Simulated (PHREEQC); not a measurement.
0.012 g of hydrous ferric oxide (600 m²/g; 0.2 weak and 0.005 strong sites per Fe, Dzombak-Morel constants, diffuse double layer) in 1 kg of water with 0.001 mol/kgw of an inert sodium salt and 1.1e-05 mol/kgw NiCl2 and 5.1e-06 mol/kgw Na2HAsO4, at 25 °C; the pH is set by adding NaOH or the inert anion's acid. O2 is buffered at 0.21 atm. CO2 from the air is kept out. No solid was allowed to form.

The series has 13 steps of pH, from 3 to 11.

Equilibrium calculation in PHREEQC: ion-association model, wateq4f.dat.

Near which pH is half of the Ni sorbed, and on which side is more sorbed?

Near pH 7.5, with more sorbed at higher pH.

Near which pH is half of the As sorbed, and on which side is more sorbed?

Near pH 9.8, with more sorbed at lower pH.

At which pH does the surface charge pass through zero?

Near pH 7.6.

Along this series the solution becomes supersaturated in solids that the run did not let form, among them Ni(OH)2. Species that the database lacks are ignored. The database has no arsenate complexes of Ni. The oxide is taken as insoluble; below pH 4 it would dissolve.
